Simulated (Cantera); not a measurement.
## Adiabatic ignition

An adiabatic, constant-volume homogeneous reactor starts with 4.43 % CH4, 22.7 % O2, 70.5 % N2, 2.31 % H2O, equivalence ratio 0.39, at 998 K and 8250 Torr.

Computed with Cantera and GRI-Mech 3.0 (53 species, 325 reactions). Below about 1000 K GRI-Mech 3.0 lacks low-temperature oxidation paths.

```
t (s)     T (K)  P (bar)   x CH4   x O2   x H2O     x NO2    x C2H4
--------  -----  -------  ------  -----  ------  --------  --------
2.00e-6     998     11.0  0.0443  0.227  0.0231    <1e-12    <1e-12
7.19e-6     998     11.0  0.0443  0.227  0.0231    <1e-12    <1e-12
2.58e-5     998     11.0  0.0443  0.227  0.0231    <1e-12    <1e-12
9.28e-5     998     11.0  0.0443  0.227  0.0231    <1e-12    <1e-12
0.000334    998     11.0  0.0443  0.227  0.0231    <1e-12    <1e-12
0.00120     998     11.0  0.0443  0.227  0.0231    <1e-12  2.09e-11
0.00431     998     11.0  0.0443  0.227  0.0231    <1e-12   1.32e-9
0.0155      998     11.0  0.0443  0.227  0.0231    <1e-12   3.11e-8
0.0557     1171     13.0  0.0326  0.212  0.0406  1.56e-12  0.000260
0.200      2171     23.9  <1e-12  0.134   0.111   4.32e-5    <1e-12
```
x: mole fraction; the columns are a selection and need not sum to one.

- time of steepest temperature rise = 55.9 ms
- temperature at 0.200 s = 2171 K
- equilibrium temperature = 2170 K
- x(CH4) at 0.200 s = <1e-12 (gas-phase equilibrium <1e-12)
- x(O2) at 0.200 s = 0.134 (gas-phase equilibrium 0.134)
- x(H2O) at 0.200 s = 0.111 (gas-phase equilibrium 0.111)
